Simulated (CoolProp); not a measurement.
Benzene at 498.44 K and 13.4 MPa flows at 1.4 m/s in a round tube of 20 mm bore and 0.25 µm roughness, fully developed (64/Re and Nu = 3.66 if laminar; Colebrook and Gnielinski if turbulent). Each further row changes one setting.

Model: reference Helmholtz-energy equation of state, Thol 2012, in CoolProp.

```json
[
 {"case": "as stated", "Reynolds number": "154000", "Darcy friction factor": "0.0166", "pressure drop (Pa/m)": "540", "heat-transfer coefficient (W/(m² K))": "2770", "mass flow (kg/h)": "1050"},
 {"case": "velocity 2.8 m/s", "Reynolds number": "308000", "Darcy friction factor": "0.0145", "pressure drop (Pa/m)": "1900", "heat-transfer coefficient (W/(m² K))": "5000", "mass flow (kg/h)": "2110"},
 {"case": "diameter 40 mm", "Reynolds number": "308000", "Darcy friction factor": "0.0145", "pressure drop (Pa/m)": "236", "heat-transfer coefficient (W/(m² K))": "2490", "mass flow (kg/h)": "4220"}
]
```

Viscosity comes from a separate model (Avgeri 2014). Thermal conductivity comes from a separate model (Assael 2012).
